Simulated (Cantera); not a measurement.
Feed: 1 mol CuO, a varied amount of H2, 1.7 mol H2O, held at 1925 °C and 62000 Pa.

Cantera equilibrium calculation (NASA polynomials, part measured and part estimated; ideal gas, pure solids and liquids). Candidate condensed phases: Cu, CuO, Cu(OH)2, Cu2O, H2O; 12 gas species. The numbers say what is thermodynamically allowed, not how fast it happens.

Q: Which condensed phases are stable at each of these points (n(H2) (mol)): 7.1, 16, 37, 84, 190, 440, 1000?

A: 
```
n(H2) (mol)  condensed phases  Cu condensed (%)
-----------  ----------------  ----------------
7.1                     Cu(l)              65.7
16                      Cu(l)              31.0
37                   gas only               0.0
84                   gas only               0.0
190                  gas only               0.0
440                  gas only               0.0
1000                 gas only               0.0
```

From 7.1 mol H2 to 16 mol H2 the condensed part is Cu(l). From 37 mol H2 to 1000 mol H2 nothing is condensed.
